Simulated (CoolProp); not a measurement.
Vapour-liquid equilibrium of R134a (1) + R124 (2) at 18.75 °C; x and y are mole fractions of (1).

Computed with CoolProp (multi-fluid Helmholtz-energy mixture model, Tillner-Roth 1994 and de Vries 1995; pair parameters Bell 2016).

### Question
Give the bubble pressure and the first vapour's composition at x = 0.35, 0.75, 0.85. Is there an azeotrope?

### Answer
x = 0.35: 411.5 kPa, y = 0.480; x = 0.75: 502.2 kPa, y = 0.819; x = 0.85: 522.0 kPa, y = 0.892. No azeotrope shows between x = 0.05 and 0.95.

The pair parameters rest on a limited set of measurements; away from them the model extrapolates.
